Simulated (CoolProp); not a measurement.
CH3F (R41) at 293.15 K and 7.19 MPa is throttled through a valve to 3.46 MPa with no heat exchange. Each further row changes one setting.

The numbers come from the reference Helmholtz-energy equation of state, Lemmon 2006 in CoolProp. It is a short technical equation, of lower accuracy than the large ones.

| case | temperature change (K) | final phase | final density (kg/m³) |
|---|---|---|---|
| as stated | -2.3 | liquid | 612 |
| outlet pressure 1.04 MPa | -42.8 | two-phase, vapour fraction 0.266 | 72.6 |
| outlet pressure 4.5 MPa | -1.5 | liquid | 619 |
